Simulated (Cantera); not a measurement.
Mixture: CH4 : C2H6 : O2 : N2 = 1 : 0.21 : 3.96 : 14.9 (molar parts), equivalence ratio 0.69, at 29.0 bar, adiabatic and at constant pressure. Ignition delay is the time to a rise of 400 K.

Detailed kinetics in Cantera: GRI-Mech 3.0 (53 species, 325 reactions). The pressure lies above the range GRI-Mech 3.0 was tuned for (to about 10 atm).

Problem. What does this change do: 0.98 parts CO2 added?

Solution. 
```tsv
quantity	before	after
delay at 1100 K	2.14 ms	2.21 ms
delay at 1200 K	0.458 ms	0.476 ms
delay at 1300 K	0.125 ms	0.131 ms
delay at 1400 K	42.5 µs	44.6 µs
delay at 1500 K	17.4 µs	18.3 µs
delay at 1600 K	8.13 µs	8.64 µs
delay at 1700 K	4.20 µs	4.48 µs
apparent activation energy between 1500 and 1700 K	150 kJ/mol	150 kJ/mol
```
